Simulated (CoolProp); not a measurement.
Vapour-liquid equilibrium of R13 (1) + propylene (2) at 0.811 bar; x and y are mole fractions of (1).

The numbers come from the multi-fluid Helmholtz-energy mixture model, Platzer 1990 and Lemmon 2013; pair parameters Bell 2016 in CoolProp. This equation is an older, rougher fit; its heat capacities, sound speeds and derivatives of the liquid may be far off and weren't checked against measurements.

| x | bubble temperature, mixture model (K) | bubble temperature, Raoult's law (K) | y, mixture model | y, Raoult's law |
|---|---|---|---|---|
| 0.05 | 213.4 | 217.1 | 0.333 | 0.204 |
| 0.2 | 201.5 | 208.6 | 0.694 | 0.568 |
| 0.35 | 196.3 | 202.5 | 0.804 | 0.751 |
| 0.5 | 193.4 | 197.8 | 0.858 | 0.855 |
| 0.65 | 191.4 | 194.1 | 0.896 | 0.920 |
| 0.8 | 189.8 | 191.0 | 0.934 | 0.963 |
| 0.95 | 188.2 | 188.4 | 0.980 | 0.992 |

The largest gap from Raoult's law is -7.1 K in bubble temperature, at x = 0.2. No azeotrope shows between x = 0.05 and 0.95.

Pair parameters are fitted to limited data, so mixtures are less certain than the pure fluids.
